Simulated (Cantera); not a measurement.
A freely propagating, adiabatic, planar premixed flame of C3H8 : O2 : N2 = 1 : 3.57 : 13.4 (molar parts), unburnt at 425 K and 0.160 bar; mixture-averaged transport, grid criteria slope 0.08 and curve 0.16, no radiation.

Computed with Cantera and GRI-Mech 3.0 (53 species, 325 reactions). GRI-Mech 3.0 was tuned for natural gas; its chemistry of propane as a main component is partial and can be far from experiment. Burning velocities carry a grid error of a few per cent, more on coarse grids.

x: mole fraction of selected species; z is measured from the peak of heat release.

```csv
z (mm),T (K),u (m/s),x C3H8,x O2,x O,x HCN,x H,x CH2
-5.25,425,0.835,0.0555,0.198,<1e-8,<1e-8,<1e-8,<1e-8
-3.50,427,0.842,0.0553,0.197,<1e-8,<1e-8,<1e-8,<1e-8
-2.63,436,0.865,0.0550,0.195,<1e-8,2.19e-8,1.45e-8,<1e-8
-1.75,___,1.02,0.0536,0.187,___,___,___,<1e-8
-0.876,935,1.97,0.0368,0.142,3.72e-6,3.49e-6,0.000144,4.27e-7
-0.438,1334,2.94,0.0115,0.0953,7.61e-5,8.59e-6,0.00116,1.82e-5
0,1692,3.83,0.000413,0.0487,0.000451,1.73e-5,0.00489,9.34e-5
0.438,1883,4.29,9.80e-7,0.0210,0.000888,2.46e-5,0.00933,8.30e-5
0.876,1953,4.45,<1e-8,0.00877,0.00106,2.40e-5,0.0124,2.72e-5
1.75,1983,4.50,<1e-8,0.00227,0.00102,1.44e-5,0.0146,1.30e-6
3.50,1993,4.51,<1e-8,0.00114,0.000910,4.37e-6,0.0149,<1e-8
7.00,2002,4.52,<1e-8,0.000985,0.000821,6.25e-7,0.0142,<1e-8
14.0,2015,4.55,<1e-8,0.000839,0.000698,2.52e-8,0.0129,<1e-8
```

**Question.** Some entries are withheld; supply them.

**Answer.** 
- -1.75, T (K): 506
- -1.75, x O: 1.62e-8
- -1.75, x HCN: 2.82e-7
- -1.75, x H: 1.67e-6
